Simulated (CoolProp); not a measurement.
Saturation properties of ethylene (Tc = 282.4 K, pc = 5042 kPa, ω = 0.087).

Model: reference Helmholtz-energy equation of state, Smukala 2000, in CoolProp.

```json
[
 {"T (K)": "204.3", "p (kPa)": "541.1", "vapour density (kg/m³)": "10.01", "liquid cp (kJ/(kg K))": "2.557", "surface tension (mN/m)": "10.6"},
 {"T (K)": "213.9", "p (kPa)": "774.6", "vapour density (kg/m³)": "14.17", "liquid cp (kJ/(kg K))": "2.636", "surface tension (mN/m)": "…"},
 {"T (K)": "223.4", "p (kPa)": "…", "vapour density (kg/m³)": "19.54", "liquid cp (kJ/(kg K))": "2.742", "surface tension (mN/m)": "7.63"},
 {"T (K)": "232.9", "p (kPa)": "1441", "vapour density (kg/m³)": "…", "liquid cp (kJ/(kg K))": "…", "surface tension (mN/m)": "…"},
 {"T (K)": "242.4", "p (kPa)": "1897", "vapour density (kg/m³)": "35.60", "liquid cp (kJ/(kg K))": "3.106", "surface tension (mN/m)": "4.84"},
 {"T (K)": "251.9", "p (kPa)": "2448", "vapour density (kg/m³)": "…", "liquid cp (kJ/(kg K))": "3.446", "surface tension (mN/m)": "3.52"},
 {"T (K)": "261.4", "p (kPa)": "3108", "vapour density (kg/m³)": "64.40", "liquid cp (kJ/(kg K))": "4.069", "surface tension (mN/m)": "…"},
 {"T (K)": "271", "p (kPa)": "3902", "vapour density (kg/m³)": "90.17", "liquid cp (kJ/(kg K))": "5.692", "surface tension (mN/m)": "1.11"}
]
```

Task: What belongs in the gaps?

Result: 
- 213.9, surface tension (mN/m): 9.09
- 223.4, p (kPa): 1071
- 232.9, vapour density (kg/m³): 26.51
- 232.9, liquid cp (kJ/(kg K)): 2.891
- 232.9, surface tension (mN/m): 6.21
- 251.9, vapour density (kg/m³): 47.69
- 261.4, surface tension (mN/m): 2.27

It boils at 169.4 K under 1 atm.

Surface tension comes from a separate correlation (Mulero 2012).
